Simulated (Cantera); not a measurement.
Mixture: CH4 : O2 : N2 = 1 : 4.55 : 18.2 (molar parts), equivalence ratio 0.44, at 0.850 bar, adiabatic and at constant volume. Ignition delay is the time to a rise of 400 K.

Cantera simulation using GRI-Mech 3.0 (53 species, 325 reactions); the numbers are that mechanism's predictions, not measurements.

### Question
What does this change do: 0.16 parts H2 added?

### Answer
```json
[
 {"quantity": "delay at 1100 K", "before": "0.163 s", "after": "25.2 ms"},
 {"quantity": "delay at 1250 K", "before": "17.4 ms", "after": "4.93 ms"},
 {"quantity": "delay at 1400 K", "before": "2.78 ms", "after": "1.19 ms"},
 {"quantity": "delay at 1550 K", "before": "0.679 ms", "after": "0.391 ms"},
 {"quantity": "apparent activation energy between 1475 and 1625 K", "before": "160 kJ/mol", "after": "130 kJ/mol"}
]
```
